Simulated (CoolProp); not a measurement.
Values from CoolProp's reference Helmholtz-energy equation of state, Eisenbach 2021.

Q: For propylene glycol, give the phase and the cv (kJ/(kg K)) at 346.85 °C and 0.164 MPa; 346.85 °C and 1.33 MPa.

A: 
- 346.85 °C and 0.164 MPa: gas; cv 2.89
- 346.85 °C and 1.33 MPa: gas; cv 2.93
